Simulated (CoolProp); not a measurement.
Vapour-liquid equilibrium of benzene (1) + n-nonane (2) at 1.53 MPa; x and y are mole fractions of (1).

Computed with CoolProp (multi-fluid Helmholtz-energy mixture model, Thol 2012 and Lemmon 2006; pair parameters Bell 2016).

Q: Give the bubble temperature and the first vapour's composition at x = 0.05, 0.75, 0.95. Is there an azeotrope?

A: x = 0.05: 559.1 K, y = 0.098; x = 0.75: 491.1 K, y = 0.881; x = 0.95: 479.6 K, y = 0.979. No azeotrope shows between x = 0.05 and 0.95.

Pair parameters are fitted to limited data, so mixtures are less certain than the pure fluids.
